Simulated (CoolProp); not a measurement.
Vapour-liquid equilibrium of ethanol (1) + ethylbenzene (2) at 286 kPa; x and y are mole fractions of (1).

Values from CoolProp's multi-fluid Helmholtz-energy mixture model, Schroeder 2014 and Zhou 2012; pair parameters Bell 2016.

Problem. Give the bubble temperature and the first vapour's composition at x = 0.2, 0.65, 0.8. Is there an azeotrope?

Solution. x = 0.2: 396.7 K, y = 0.771; x = 0.65: 384.6 K, y = 0.875; x = 0.8: 382.7 K, y = 0.907. No azeotrope shows between x = 0.05 and 0.95.

Pair parameters are fitted to limited data, so mixtures are less certain than the pure fluids. With so large a gap from Raoult's law the liquid may split in two, which this calculation doesn't test in full.
